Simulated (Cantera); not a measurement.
Thermodynamics of aluminium nitride and oxide growth, feed Al + O₂ + N₂

Charge: 1 mol Al, 0.9 mol O₂, 50 mol N₂, held at 2198.15 K and 0.0133 bar.

Cantera equilibrium calculation (NASA polynomials, part measured and part estimated; ideal gas, pure solids and liquids). Candidate condensed phases: Al, AlN, Al₂O₃; 16 gas species. Rates play no part.

| Item | Result |
|---|---|
| x(N₂) | 0.996 |
| x(O₂) | 0.00183 |
| x(NO) | 0.00132 |
| x(O) | 0.000991 |
| n(Al₂O₃(s)) | 0.500 mol |
| gas amount | 50.17 mol |
| log10 activity of Al(l) (absent) | -8.06 |
